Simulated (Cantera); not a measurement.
**Premixed flame**

A freely propagating, adiabatic, planar premixed flame of CH₄ : O₂ : N₂ = 1 : 2.7 : 9.73 (molar parts), equivalence ratio 0.74, unburnt at 475 K and 2.57 atm; mixture-averaged transport, grid criteria slope 0.08 and curve 0.16, no radiation.

Model: GRI-Mech 3.0 (53 species, 325 reactions), integrated in Cantera. Burning velocities carry a grid error of a few per cent, more on coarse grids.

```json
[
 {"z (mm)": "-0.661", "T (K)": "476", "u (m/s)": "0.423", "x CH₄": "0.0744", "x O₂": "0.201", "x OH": "<1e-8", "x CH₂O": "3.20e-7", "x C₂H₆": "4.82e-8", "x NO": "<1e-8"},
 {"z (mm)": "-0.441", "T (K)": "480", "u (m/s)": "0.427", "x CH₄": "0.0740", "x O₂": "0.201", "x OH": "<1e-8", "x CH₂O": "3.22e-6", "x C₂H₆": "5.48e-7", "x NO": "<1e-8"},
 {"z (mm)": "-0.331", "T (K)": "495", "u (m/s)": "0.441", "x CH₄": "0.0730", "x O₂": "0.199", "x OH": "<1e-8", "x CH₂O": "1.99e-5", "x C₂H₆": "3.86e-6", "x NO": "<1e-8"},
 {"z (mm)": "-0.220", "T (K)": "579", "u (m/s)": "0.518", "x CH₄": "0.0679", "x O₂": "0.193", "x OH": "1.42e-7", "x CH₂O": "0.000157", "x C₂H₆": "3.74e-5", "x NO": "7.82e-8"},
 {"z (mm)": "-0.110", "T (K)": "962", "u (m/s)": "0.869", "x CH₄": "0.0458", "x O₂": "0.160", "x OH": "1.10e-5", "x CH₂O": "0.000932", "x C₂H₆": "0.000339", "x NO": "1.00e-6"},
 {"z (mm)": "-0.0551", "T (K)": "1328", "u (m/s)": "1.20", "x CH₄": "0.0244", "x O₂": "0.124", "x OH": "0.000148", "x CH₂O": "0.00109", "x C₂H₆": "0.000468", "x NO": "2.44e-6"},
 {"z (mm)": "0", "T (K)": "1682", "u (m/s)": "1.53", "x CH₄": "0.00491", "x O₂": "0.0848", "x OH": "0.00171", "x CH₂O": "0.000483", "x C₂H₆": "5.09e-5", "x NO": "4.51e-6"},
 {"z (mm)": "0.0551", "T (K)": "1833", "u (m/s)": "1.66", "x CH₄": "0.000216", "x O₂": "0.0652", "x OH": "0.00476", "x CH₂O": "4.13e-5", "x C₂H₆": "9.01e-8", "x NO": "6.92e-6"},
 {"z (mm)": "0.110", "T (K)": "1896", "u (m/s)": "1.71", "x CH₄": "5.55e-6", "x O₂": "0.0592", "x OH": "0.00568", "x CH₂O": "1.28e-6", "x C₂H₆": "<1e-8", "x NO": "8.80e-6"},
 {"z (mm)": "0.220", "T (K)": "1968", "u (m/s)": "1.76", "x CH₄": "<1e-8", "x O₂": "0.0554", "x OH": "0.00542", "x CH₂O": "<1e-8", "x C₂H₆": "<1e-8", "x NO": "1.15e-5"},
 {"z (mm)": "0.441", "T (K)": "2028", "u (m/s)": "1.81", "x CH₄": "<1e-8", "x O₂": "0.0533", "x OH": "0.00419", "x CH₂O": "<1e-8", "x C₂H₆": "<1e-8", "x NO": "1.47e-5"},
 {"z (mm)": "0.882", "T (K)": "2060", "u (m/s)": "1.84", "x CH₄": "<1e-8", "x O₂": "0.0525", "x OH": "0.00283", "x CH₂O": "<1e-8", "x C₂H₆": "<1e-8", "x NO": "1.78e-5"},
 {"z (mm)": "1.76", "T (K)": "2072", "u (m/s)": "1.85", "x CH₄": "<1e-8", "x O₂": "0.0523", "x OH": "0.00211", "x CH₂O": "<1e-8", "x C₂H₆": "<1e-8", "x NO": "2.10e-5"}
]
```
x: mole fraction of selected species; z is measured from the peak of heat release.

The laminar burning velocity comes out as 42.3 cm/s and the thermal thickness is 0.220 mm. The peak x(OH) is 0.00573 and the peak x(CH₂O) is 0.00114. The peak x(C₂H₆) comes out as 0.000493 and the grid points comes out as 144.
